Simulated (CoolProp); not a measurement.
Saturation properties of sulfur hexafluoride.

Model: reference Helmholtz-energy equation of state, Guder 2009, in CoolProp.

```
T (°C)  p (bar)  surface tension (mN/m)  liquid viscosity (µPa s)
------  -------  ----------------------  ------------------------
-43.85    2.930                    10.7                       377
-39.75    3.441                    10.0                       355
-35.65    4.016                    9.44                       333
-31.55    4.661                    8.83                       312
-27.45    5.380                    8.24                       293
-23.25    6.199                    7.64                       273
-19.15    7.085                    7.06                       255
-15.05    8.062                    6.50                       239
-10.95    9.135                    5.94                       223
-6.85     10.31                    5.40                       208
-2.75     11.59                    4.86                       194
1.35      12.99                    4.34                       180
```

Viscosity comes from a separate model (Quiñones-Cisneros 2012). Surface tension comes from a separate correlation (Mulero 2012).
